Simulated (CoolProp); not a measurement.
Properties of methane at several states (Tc = 190.6 K, pc = 45.99 bar, ω = 0.011).

Computed with CoolProp (reference Helmholtz-energy equation of state, Setzmann 1991).

```json
[
 {"T (K)": "168.1", "p (bar)": "108", "phase": "liquid", "speed of sound (m/s)": "917.6", "expansivity (1/kK)": "5.353", "conductivity (mW/(m K))": "123", "Prandtl number": "1.62", "fugacity coefficient": "0.2095"},
 {"T (K)": "291.8", "p (bar)": "2.86", "phase": "gas", "speed of sound (m/s)": "443.4", "expansivity (1/kK)": "3.493", "conductivity (mW/(m K))": "33.4", "Prandtl number": "0.736", "fugacity coefficient": "0.9947"},
 {"T (K)": "158.4", "p (bar)": "45.8", "phase": "liquid", "speed of sound (m/s)": "894.1", "expansivity (1/kK)": "5.994", "conductivity (mW/(m K))": "124", "Prandtl number": "1.73", "fugacity coefficient": "0.2961"},
 {"T (K)": "141.8", "p (bar)": "79.5", "phase": "liquid", "speed of sound (m/s)": "1128", "expansivity (1/kK)": "4.113", "conductivity (mW/(m K))": "152", "Prandtl number": "1.74", "fugacity coefficient": "0.1009"},
 {"T (K)": "363.6", "p (bar)": "24.2", "phase": "gas", "speed of sound (m/s)": "488.6", "expansivity (1/kK)": "2.993", "conductivity (mW/(m K))": "45.2", "Prandtl number": "0.746", "fugacity coefficient": "0.9821"}
]
```

Viscosity comes from a separate model (Quiñones-Cisneros 2006). Thermal conductivity comes from a separate model (Friend 1989).
